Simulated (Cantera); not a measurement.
**Transport properties of process gases**

Gas mixture: NH3 : CH3OH : C2H4 : H2O = 0.78 : 0.33 : 0.57 : 0.23 (molar parts), at 5.00 bar, frozen composition.

Cantera's kinetic-theory transport with the Lennard-Jones parameters of GRI-Mech 3.0, ideal gas; thermal conductivity in the multicomponent form. Polar gases are described roughly by these parameters. The composition is frozen, though it would react at the higher temperatures.

| T (K) | ρ (kg/m³) | cp (J/kg/K) | μ (µPa s) | λ (mW/m/K) | Pr | D (cm²/s) CO2 | D (cm²/s) H2O | D (cm²/s) H |
|---|---|---|---|---|---|---|---|---|
| 400 | 3.46 | 1932 | 13.6 | 37.2 | 0.708 | 0.0475 | 0.0629 | 0.366 |
| 650 | 2.13 | 2525 | 21.8 | 76.2 | 0.721 | 0.119 | 0.166 | 0.891 |
| 900 | 1.54 | 2950 | 29.0 | 118 | 0.729 | 0.215 | 0.309 | 1.58 |
| 1150 | 1.20 | 3299 | 35.6 | 160 | 0.734 | 0.331 | 0.487 | 2.42 |
| 1400 | 0.989 | 3557 | 41.5 | 201 | 0.736 | 0.466 | 0.696 | 3.38 |
| 1650 | 0.839 | 3753 | 47.0 | 239 | 0.737 | 0.617 | 0.933 | 4.46 |
D: mixture-averaged diffusion coefficient of that species in the mixture.
